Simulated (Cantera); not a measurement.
# B2O3 + F2 + O2 (oxide etching and cleaning by halides)

A closed system holds: 1 mol B2O3, 4.5 mol F2, 1.2 mol O2, equilibrated at 1330 Pa.

Method: chemical equilibrium by Gibbs-energy minimisation in Cantera with the NASA 1993 tables (ideal gas, pure condensed phases). Candidate condensed phases: B, B2O3; 21 gas species. Kinetics and transport are ignored.

```tsv
T (K)	x O2	x F	x BF3	x F2
775	0.430	0.0231	0.319	0.228
825	0.425	0.0481	0.315	0.212
875	0.416	0.0893	0.308	0.186
925	0.403	0.148	0.299	0.150
975	0.388	0.216	0.288	0.108
1025	0.374	0.281	0.277	0.0674
1075	0.364	0.329	0.269	0.0376
1125	0.357	0.358	0.265	0.0195
1175	0.354	0.373	0.262	0.0100
1225	0.352	0.381	0.261	0.00522
1275	0.352	0.385	0.260	0.00281
```
x: gas mole fraction; nothing condenses.

From 775 K to 1275 K nothing is condensed. The main B-bearing gas is BF3 throughout.
